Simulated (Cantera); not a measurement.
Mg(OH)₂ + H₂O (calcination and drying)

Input: 1 mol Mg(OH)₂, 1.6 mol H₂O, equilibrated at 1650 K and 0.0100 bar.

Equilibrium computed with Cantera from the NASA thermochemical tables; the gas is ideal and each condensed phase is pure. Candidate condensed phases: H₂O, Mg, MgO, Mg(OH)₂; 15 gas species. The numbers say what is thermodynamically allowed, not how fast it happens.

x(H₂O): 0.995
x(H₂): 0.00313
x(O₂): 0.00139
x(OH): 0.000730
x(H): 5.08e-5
x(O): 9.66e-6
x(Mg(OH)₂): 1.29e-6
n(MgO(s)): 1.000 mol
gas amount: 2.605 mol
log10 activity of Mg(l) (absent): -10.81
